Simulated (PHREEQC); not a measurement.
Hard or scaling water (model solution)

Dissolve 4.7 mmol/kgw CaSO4, 2.9 mmol/kgw NaF and 0.048 mmol/kgw H4SiO4 at 89 °C. Closed to the air; pH follows from the charge balance.

All values are PHREEQC results (ion-association model, wateq4f.dat), not measurements.

This is a speciation only: nothing precipitates in the calculation.

Q: Estimate the pH.

A: pH 6.76.

Q: In which forms is Na present?

A: Na+ 99 %, NaSO4- 1.3 % of the Na.

Saturation is exceeded, for instance for Fluorite; the values hold only as long as no solid forms. At this temperature some constants are extrapolated from 25 °C, and those without enthalpy data are left unchanged. SiF6-2 is the database's only silicon fluoride.
